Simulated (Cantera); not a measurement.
# Equilibrium for thermal oxidation and active oxidation of silicon: Si + N2O + H2

A closed system holds: 1 mol Si, 1.2 mol N2O, 31 mol H2, at 0.100 bar.

These are equilibrium values from Cantera (NASA tables, ideal gas, pure condensed phases), not measurements of a reactor. Candidate condensed phases: H2O, Si, SiO2, Si2N2O, Si3N4; 35 gas species. Mutual solubility and eutectic melting of coexisting phases are not modelled. The tables hold silica as quartz up to 1696 K and as liquid above; real silica turns to tridymite and cristobalite and melts near 1996 K. The numbers say what is thermodynamically allowed, not how fast it happens.

```csv
T (K),x H2,x N2,x SiO,x H2O,x H,x OH,n SiO2(β-quartz),n Si2N2O(s),n SiO2(condensed)
1350,0.971,0.0292,1.76e-6,7.49e-5,7.43e-6,9.30e-12,0.465,0.267,0
1400,0.971,0.0292,8.76e-6,8.51e-5,1.52e-5,2.64e-11,0.465,0.267,0
1450,0.971,0.0292,3.89e-5,9.58e-5,2.95e-5,6.97e-11,0.464,0.267,0
1500,0.970,0.0292,0.000156,0.000107,5.48e-5,1.73e-10,0.463,0.266,0
1550,0.970,0.0294,0.000568,0.000119,9.81e-5,4.03e-10,0.458,0.262,0
1600,0.968,0.0297,0.00190,0.000131,0.000169,8.95e-10,0.444,0.248,0
1650,0.963,0.0309,0.00585,0.000144,0.000282,1.90e-9,0.401,0.205,0
1700,0.949,0.0340,0.0165,0.000159,0.000454,3.94e-9,0,0.0892,0.284
1750,0.938,0.0363,0.0245,0.000307,0.000712,1.37e-8,0,0,0.190
1800,0.937,0.0363,0.0250,0.000821,0.00110,6.34e-8,0,0,0.173
1850,0.934,0.0363,0.0262,0.00202,0.00165,2.63e-7,0,0,0.133
1900,0.928,0.0362,0.0286,0.00450,0.00242,9.62e-7,0,0,0.0507
1950,0.924,0.0361,0.0301,0.00601,0.00349,2.06e-6,0,0,0
2000,0.923,0.0361,0.0300,0.00601,0.00494,3.21e-6,0,0,0
```
x: gas mole fraction; n: condensed amount in mol.

From 1350 K to 1650 K the condensed part is SiO2(β-quartz) + Si2N2O(s). At 1700 K the condensed part is SiO2(condensed) + Si2N2O(s). From 1750 K to 1900 K the condensed part is SiO2(condensed). From 1950 K to 2000 K nothing is condensed. The main Si-bearing gas is SiO throughout.
